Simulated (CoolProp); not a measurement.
The numbers come from the reference Helmholtz-energy equation of state, Lemmon 2006 in CoolProp. It is a short technical equation, of lower accuracy than the large ones.

For nitrous oxide, give the phase and the Z, cv (kJ/(kg K)), speed of sound (m/s), fugacity coefficient at 486.3 K and 5710 kPa.


- 486.3 K and 5710 kPa: gas; Z 0.948, cv 0.862, speed of sound 329, fugacity coefficient 0.948
